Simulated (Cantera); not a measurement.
A closed system holds: 1 mol c-C4F8, 1.5 mol CH4, 0.81 mol H2, held at 150 Torr.

Method: chemical equilibrium by Gibbs-energy minimisation in Cantera with the NASA 1993 tables (ideal gas, pure condensed phases). Candidate condensed phases: C, C6H6, C7H8, C8H18; 110 gas species. Ions and electrons are included (thermal ionisation). The feed counts by its element totals alone. Gases not in the tables: C2F6 and larger saturated fluorocarbons. Equilibrium is a limit: real reactors are often held back by kinetics, nucleation or transport.

x: gas mole fraction; n: condensed amount in mol.

```csv
T (K),x HF,x F,x H,x C,x C3,x CF,x C2,x CF2,x CF4,n C(graphite)
2000,0.985,0.00121,4.42e-6,1.52e-10,1.39e-10,5.62e-6,1.17e-11,0.00257,0.0106,5.40
2500,0.964,…,…,…,…,…,…,…,…,5.40
3000,0.922,…,…,…,…,…,…,…,…,5.38
3500,0.562,0.125,0.106,0.0139,0.121,0.0327,0.0144,0.00212,6.90e-9,0
4000,0.239,0.274,0.268,0.0766,0.0628,0.0355,0.0313,0.000533,1.76e-10,0
4500,0.0535,0.354,0.346,0.190,0.0108,0.0174,0.0249,5.86e-5,1.62e-12,0
5000,0.0116,0.372,0.357,0.244,0.000630,0.00520,0.00794,4.56e-6,<1e-12,0
```

Question: Some entries are withheld; supply them.

Answer: 
- 3000, x F: 0.0516
- 3000, x H: 0.0138
- 3000, x C: 0.000253
- 3000, x C3: 0.00156
- 3000, x CF: 0.00597
- 3000, x C2: 0.000158
- 3000, x CF2: 0.00322
- 3000, x CF4: 3.10e-7
- 2500, x F: 0.0227
- 2500, x H: 0.000281
- 2500, x C: 8.32e-7
- 2500, x C3: 2.49e-6
- 2500, x CF: 0.000740
- 2500, x C2: 2.29e-7
- 2500, x CF2: 0.0117
- 2500, x CF4: 0.000305
